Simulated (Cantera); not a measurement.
A Cantera script and its output.

```python
import numpy as np
import cantera as ct

gas = ct.Solution("gri30.yaml")
gas.TPX = 1225, 710000, {'CH3OH': 1, 'O2': 3.85, 'N2': 14.5}
reactor = ct.IdealGasReactor(gas, energy="on", clone=False)
net = ct.ReactorNet([reactor])
net.rtol, net.atol = 1e-08, 1e-16
show = ['CH3OH', 'O2', 'H', 'CH2', 'NO', 'HCO']
times = np.geomspace(2e-06, 0.1, 12)

steps = ct.SolutionArray(gas, extra=["t"])
rows = []
print(f"{'t/s':>10s}{'T/K':>9s}{'P/Pa':>11s}" + "".join(f"{s:>11s}" for s in show))
for t in times:
    while net.time < t:
        t_next = net.step()
        steps.append(gas.state, t=t_next)
    rows.append([np.interp(t, steps.t, y) for y in (steps.T, steps.P, *steps(*show).X.T)])
    print(f"{t:10.3e}{rows[-1][0]:9.1f}{rows[-1][1]:11.4g}" + "".join(f"{x:11.3e}" for x in rows[-1][2:]))
rate = np.gradient(steps.T, steps.t)
print("integrator steps:", len(steps.t))
if steps.T.max() > steps.T[0] + 200:
    print(f"time of steepest temperature rise: {steps.t[rate.argmax()]:.4e} s")
gas.TPX = 1225, 710000, {'CH3OH': 1, 'O2': 3.85, 'N2': 14.5}
gas.equilibrate("UV")
print(f"equilibrium (UV): T = {gas.T:.1f} K  " + "  ".join(f"{s} {gas[s].X[0]:.3e}" for s in show))
```

Output:

```
       t/s      T/K       P/Pa      CH3OH         O2          H        CH2         NO        HCO
 2.000e-06   1225.0    7.1e+05  5.168e-02  1.990e-01  3.847e-10  3.575e-11  6.300e-20  3.332e-14
 5.348e-06   1225.0    7.1e+05  5.168e-02  1.990e-01  3.981e-10  3.575e-11  1.835e-19  9.690e-14
 1.430e-05   1225.0    7.1e+05  5.168e-02  1.990e-01  4.202e-10  3.575e-11  5.235e-19  2.875e-13
 3.824e-05   1225.0    7.1e+05  5.168e-02  1.990e-01  4.483e-10  3.575e-11  1.486e-18  8.655e-13
 1.023e-04   1225.0    7.1e+05  5.167e-02  1.990e-01  5.230e-10  3.575e-11  4.315e-18  2.707e-12
 2.735e-04   1225.0    7.1e+05  5.166e-02  1.990e-01  9.202e-10  3.576e-11  1.625e-17  1.136e-11
 7.313e-04   1225.3  7.102e+05  5.155e-02  1.989e-01  4.953e-09  3.594e-11  2.588e-16  1.583e-10
 1.956e-03   2335.7  1.391e+06  9.313e-20  1.172e-01  4.402e-05  4.425e-20  2.957e-04  6.396e-11
 5.230e-03   2330.6  1.388e+06  8.736e-20  1.163e-01  4.248e-05  3.956e-20  2.256e-03  6.056e-11
 1.398e-02   2320.9  1.382e+06  7.718e-20  1.144e-01  3.965e-05  3.214e-20  6.024e-03  5.448e-11
 3.740e-02   2310.5  1.376e+06  6.757e-20  1.124e-01  3.682e-05  2.557e-20  1.001e-02  4.864e-11
 1.000e-01   2307.5  1.374e+06  6.499e-20  1.119e-01  3.603e-05  2.390e-20  1.116e-02  4.705e-11
integrator steps: 2041
time of steepest temperature rise: 1.5247e-03 s
equilibrium (UV): T = 2307.4 K  CH3OH 6.759e-20  O2 1.119e-01  H 3.602e-05  CH2 5.067e-20  NO 1.119e-02  HCO 4.702e-11
```

Detailed kinetics in Cantera: GRI-Mech 3.0 (53 species, 325 reactions). GRI-Mech 3.0 was tuned for natural gas; its chemistry of methanol as a main component is partial and can be far from experiment.
